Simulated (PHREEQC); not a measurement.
Make-up at 85 °C: 0.98 mol KOH and 0.017 mol K2SO4 per kg of water. Closed to the air; pH follows from the charge balance.

All values are PHREEQC results (Pitzer model, pitzer.dat), not measurements.

This is a speciation only: nothing precipitates in the calculation.

Question: Predict the pH, activity of water, density.

Answer: pH 12.38; activity of water 0.966; density 1.016 g/cm³.

Species that the database lacks are ignored. In brines, pH and single-ion activities rest on the MacInnes convention. At this temperature some constants are extrapolated from 25 °C, and those without enthalpy data are left unchanged.
